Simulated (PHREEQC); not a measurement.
1.5 g of hydrous ferric oxide (600 m²/g; 0.2 weak and 0.005 strong sites per Fe, Dzombak-Morel constants, diffuse double layer) in 1 kg of water with 0.001 mol/kgw of an inert sodium salt, at 25 °C; the pH is set by adding NaOH or the inert anion's acid. O2 is buffered at 0.21 atm. The system is closed to CO2. Precipitation was switched off in this run.

The numbers come from PHREEQC with the ion-association model, wateq4f.dat.

```tsv
pH	surface charge σ (C/m²)	surface potential ψ (mV)
3	0.276	226
3.38	0.216	222
4.12	0.121	202
4.5	0.087	189
5.25	0.043	157
5.62	0.029	139
6.38	0.013	99
6.75	0.008	78
7.5	0.003	35
7.88	0.001	13
8.62	-0.002	-29
9	-0.004	-51
```

The oxide is taken as insoluble; below pH 4 it would dissolve.
